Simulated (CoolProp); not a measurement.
A Linde-Hampson liquefier for oxygen: isothermal reversible compression at 230 K from 1 atm to 15 MPa, throttling to 1 atm, return gas leaving the recuperator 2 K below the feed. Each further row changes one setting.

Model: reference Helmholtz-energy equation of state, Schmidt 1985, in CoolProp.

```csv
case,liquid yield per pass,compression work (kJ/kg of gas)
as stated,0.177,283
high pressure 30 MPa,0.270,316
warm-end temperature 260 K,0.121,327
warm-end gap 7 K,0.166,283
```
